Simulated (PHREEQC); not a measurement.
Solution (20 °C): 3.6 mmol/kgw CsBr and 0.6 mmol/kgw NaHS. Closed to the air; pH follows from the charge balance.

Computed with PHREEQC (ion-association model, wateq4f.dat).

```
Quantity                   Result
----------------  ---------------
pH                           8.94
ionic strength    0.00420 mol/kgw
total alkalinity     0.600 meq/kg
```

| species | molality | activity | log γ |
|---|---|---|---|
| Br- | 0.00360 | 0.00336 | -0.030 |
| Cs+ | 0.00360 | 0.00336 | -0.030 |
| Na+ | 0.000600 | 0.000560 | -0.030 |
| HS- | 0.000593 | 0.000553 | -0.031 |
| H2S | 6.44e-6 | 6.45e-6 | 0.000 |
| OH- | 6.39e-6 | 5.96e-6 | -0.031 |
| S-2 | 5.44e-8 | 4.14e-8 | -0.119 |
| H+ | 1.21e-9 | 1.14e-9 | -0.028 |

Precipitation was switched off in this run. Species that the database lacks are ignored. The polysulfide entries of wateq4f.dat were taken out for this run.
